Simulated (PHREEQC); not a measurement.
A solution holds 0.048 mol HCl, 0.0082 mol Li2SO4 and 1.08e-05 mol Na2SO4 per kg of water, at 20 °C. It is in equilibrium with CO2 at log p = -3.4 (atm). Otherwise closed; pH follows from the charge balance.

All values are PHREEQC results (ion-association model, phreeqc.dat), not measurements.

Task: The ionic strength comes out as 0.0622 mol/kgw. What activity coefficients do Na+, SO4-2, HSO4-, LiSO4-, Cl- get?

Result: Na+ 0.81, SO4-2 0.44, HSO4- 0.81, LiSO4- 0.81, Cl- 0.80.

No solid was allowed to form. Complexes and solids missing from the database can't appear.
